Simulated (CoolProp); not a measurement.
Model: reference Helmholtz-energy equation of state, Thol 2019, in CoolProp.

### Question
Give the vapour pressure (kPa), liquid density (kg/m³), vapour density (kg/m³), enthalpy of vaporisation (kJ/kg) of saturated tetradecamethylhexasiloxane (MD4M) at 156.85, 169.05, 205.75 °C.

### Answer
```
T (°C)  p (kPa)  liquid density (kg/m³)  vapour density (kg/m³)  enthalpy of vaporisation (kJ/kg)
------  -------  ----------------------  ----------------------  --------------------------------
156.85     4.87                     756                   0.633                               131
169.05     7.76                     743                   0.986                               127
205.75     25.8                     703                    3.12                               116
```
